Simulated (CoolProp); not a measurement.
Saturation properties of ethylene.

Model: reference Helmholtz-energy equation of state, Smukala 2000, in CoolProp.

```
T (K)  p (bar)  vapour density (kg/m³)  enthalpy of vaporisation (kJ/kg)  liquid cp (kJ/(kg K))
-----  -------  ----------------------  --------------------------------  ---------------------
149.5   0.2633                  0.6019                             509.8                  2.404
160.9   0.5970                   1.281                             494.4                  2.407
172.4    1.206                   2.453                             478.0                  2.423
183.9    2.212                   4.307                             460.3                  2.454
195.3    3.738                   7.044                             441.0                  2.502
206.8    5.961                   10.99                             419.4                  2.575
218.3    9.030                   16.48                             394.9                  2.681
229.7    13.07                   23.95                             367.1                  2.835
241.2    18.34                   34.31                             334.1                  3.074
252.7    24.99                   48.88                             294.1                  3.484
264.1    33.18                   70.44                             242.8                  4.358
```

It boils at 169.4 K under 1 atm.
